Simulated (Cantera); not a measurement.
An adiabatic, constant-pressure homogeneous reactor starts with CH4 : C2H6 : O2 : N2 = 1 : 0.093 : 1.22 : 4.6 (molar parts), equivalence ratio 1.9, at 1525 K and 0.590 bar. Integrator tolerance rtol = 1e-08.

Model: GRI-Mech 3.0 (53 species, 325 reactions), integrated in Cantera.

Question: What does this change do: pressure from 0.590 bar to 10.0 bar?

Answer: 
```csv
quantity,before,after
time of steepest temperature rise,0.438 ms,63.8 µs
temperature at 0.100 s,2549 K,2627 K
equilibrium temperature,2549 K,2627 K
x(CH4) at 0.100 s,2.39e-12 (gas-phase equilibrium 2.70e-12),5.45e-10 (gas-phase equilibrium 6.12e-10)
x(C2H6) at 0.100 s,<1e-12 (gas-phase equilibrium <1e-12),<1e-12 (gas-phase equilibrium <1e-12)
x(O2) at 0.100 s,8.55e-5 (gas-phase equilibrium 8.55e-5),1.03e-5 (gas-phase equilibrium 1.03e-5)
x(CH3) at 0.100 s,4.61e-12 (gas-phase equilibrium 5.19e-12),3.41e-10 (gas-phase equilibrium 3.83e-10)
x(H) at 0.100 s,0.0152 (gas-phase equilibrium 0.0152),0.00517 (gas-phase equilibrium 0.00517)
x(CH2O) at 0.100 s,4.18e-9 (gas-phase equilibrium 4.18e-9),7.36e-8 (gas-phase equilibrium 7.36e-8)
```
